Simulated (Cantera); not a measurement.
Gas mixture: 21.4 % O₂, 78.6 % CO₂, at 10.00 Torr, frozen composition.

Cantera's kinetic-theory transport with the Lennard-Jones parameters of GRI-Mech 3.0, ideal gas; thermal conductivity in the mixture-averaged form.

One state of this run: ρ (kg/m³) = 0.00664; cp (J/kg/K) = 1210; μ (µPa s) = 42.2; λ (mW/m/K) = 70.1; Pr = 0.729; D (cm²/s) H = 665; D (cm²/s) N₂ = 103; D (cm²/s) CH₄ = 116. D: mixture-averaged diffusion coefficient of that species in the mixture.

Which value of T (K) does it belong to?
A. 1600
B. 1000
C. 400
D. 1150

B, 1000
